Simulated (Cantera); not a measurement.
A Cantera script and its output.

```python
import numpy as np
import cantera as ct

gas = ct.Solution("gri30.yaml")


def delay(T, t_max=10):
    gas.TPX = T, 100000, {'CH4': 1, 'C2H6': 0.22, 'C3H8': 0.044, 'O2': 3.83, 'N2': 22.6}
    reactor = ct.IdealGasConstPressureReactor(gas, clone=False)
    net = ct.ReactorNet([reactor])
    net.rtol, net.atol = 1e-8, 1e-16
    while net.time < t_max:
        t_old, T_old = net.time, reactor.T
        net.step()
        if reactor.T > T + 400:  # ignition: a rise of 400 K
            return t_old + (T + 400 - T_old) / (reactor.T - T_old) * (net.time - t_old)
    return np.nan


taus = []
for T in [1275, 1325, 1375, 1425, 1475, 1525, 1575, 1625, 1675, 1725]:
    taus.append(delay(T))
    print(f"T0 = {T:6g} K   tau = {taus[-1]:.4e} s")
```

Result:

```
T0 =   1275 K   tau = 1.2550e-03 s
T0 =   1325 K   tau = 7.5389e-04 s
T0 =   1375 K   tau = 4.7204e-04 s
T0 =   1425 K   tau = 3.0556e-04 s
T0 =   1475 K   tau = 2.0402e-04 s
T0 =   1525 K   tau = 1.4047e-04 s
T0 =   1575 K   tau = 9.9715e-05 s
T0 =   1625 K   tau = 7.2915e-05 s
T0 =   1675 K   tau = 5.4840e-05 s
T0 =   1725 K   tau = 4.2342e-05 s
```

Detailed kinetics in Cantera: GRI-Mech 3.0 (53 species, 325 reactions).
